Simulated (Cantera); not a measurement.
A Cantera script and its output.

```python
import numpy as np
import cantera as ct

gas = ct.Solution("gri30.yaml")
gas.TPX = 1175, 60000, {'CH4': 1, 'O2': 2, 'N2': 9.6}
reactor = ct.IdealGasReactor(gas, energy="on", clone=False)
net = ct.ReactorNet([reactor])
net.rtol, net.atol = 1e-08, 1e-16
show = ['CH4', 'O2', 'O', 'H', 'CH2']
times = np.geomspace(5e-06, 5, 10)

steps = ct.SolutionArray(gas, extra=["t"])
rows = []
print(f"{'t/s':>10s}{'T/K':>9s}{'P/Pa':>11s}" + "".join(f"{s:>11s}" for s in show))
for t in times:
    while net.time < t:
        t_next = net.step()
        steps.append(gas.state, t=t_next)
    rows.append([np.interp(t, steps.t, y) for y in (steps.T, steps.P, *steps(*show).X.T)])
    print(f"{t:10.3e}{rows[-1][0]:9.1f}{rows[-1][1]:11.4g}" + "".join(f"{x:11.3e}" for x in rows[-1][2:]))
rate = np.gradient(steps.T, steps.t)
print("integrator steps:", len(steps.t))
if steps.T.max() > steps.T[0] + 200:
    print(f"time of steepest temperature rise: {steps.t[rate.argmax()]:.4e} s")
gas.TPX = 1175, 60000, {'CH4': 1, 'O2': 2, 'N2': 9.6}
gas.equilibrate("UV")
print(f"equilibrium (UV): T = {gas.T:.1f} K  " + "  ".join(f"{s} {gas[s].X[0]:.3e}" for s in show))
```

Output:

```
       t/s      T/K       P/Pa        CH4         O2          O          H        CH2
 5.000e-06   1175.0      6e+04  7.937e-02  1.587e-01  1.298e-12  5.152e-12  2.600e-20
 2.321e-05   1175.0      6e+04  7.937e-02  1.587e-01  2.603e-12  6.382e-12  3.808e-19
 1.077e-04   1175.0      6e+04  7.937e-02  1.587e-01  6.481e-12  9.826e-12  7.212e-18
 5.000e-04   1175.0      6e+04  7.936e-02  1.587e-01  2.780e-11  3.056e-11  2.081e-16
 2.321e-03   1175.0      6e+04  7.936e-02  1.587e-01  2.273e-10  2.685e-10  1.362e-14
 1.077e-02   1175.2  6.001e+04  7.933e-02  1.587e-01  1.323e-09  1.668e-09  4.012e-13
 5.000e-02   1177.7  6.014e+04  7.894e-02  1.584e-01  4.180e-09  8.890e-09  2.224e-12
 2.321e-01   2671.5  1.406e+05  1.227e-15  1.369e-02  3.173e-03  4.835e-03  6.393e-15
 1.077e+00   2671.5  1.406e+05  1.227e-15  1.369e-02  3.173e-03  4.835e-03  6.393e-15
 5.000e+00   2671.5  1.406e+05  1.227e-15  1.369e-02  3.173e-03  4.835e-03  6.393e-15
integrator steps: 2405
time of steepest temperature rise: 1.2271e-01 s
equilibrium (UV): T = 2671.5 K  CH4 1.598e-15  O2 1.369e-02  O 3.173e-03  H 4.835e-03  CH2 7.012e-15
```

Model: GRI-Mech 3.0 (53 species, 325 reactions), integrated in Cantera.
